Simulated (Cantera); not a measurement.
An isothermal, constant-pressure homogeneous reactor starts with H2 : O2 = 0.13 : 1 (molar parts), at 1025 K and 0.00210 bar.

Detailed kinetics in Cantera: GRI-Mech 3.0 (53 species, 325 reactions). Radical loss at walls, strong at low pressure, is not modelled. The temperature is held fixed by assumption; the heat of reaction is taken as removed at once.

One state of this run: x H2 = 5.06e-8; x O2 = 0.878; x H2O2 = 9.57e-10; x OH = 1.35e-5; x O = 6.58e-7. x: mole fraction; the columns are a selection and need not sum to one.

Question: Which value of t (s) does it belong to?
A. 7.96
B. 39.9
C. 0.000502
D. 200

Answer: D, 200
